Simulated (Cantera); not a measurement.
**Silicon nitride deposition: trisilylamine + NH3 + H2**

Feed: 1 mol trisilylamine, 0.56 mol NH3, 6.5 mol H2, held at 1750 °C and 0.100 bar.

These are equilibrium values from Cantera (NASA tables, ideal gas, pure condensed phases), not measurements of a reactor. Candidate condensed phases: Si, Si3N4; 18 gas species. The feed counts by its element totals alone. The tables' values for SiN are old estimates; treat these amounts as uncertain. Gases not in the tables: Si2H6 and higher silanes. Rates play no part.

x(H2): 0.932
x(N2): 0.0616
x(H): 0.00580
x(Si): 0.000569
x(SiH2): 0.000113
x(SiH): 0.000112
x(Si2N): 1.42e-5
x(SiN): 1.10e-5
x(Si2): 6.23e-6
n(Si(l)): 2.99 mol
gas amount: 12.66 mol
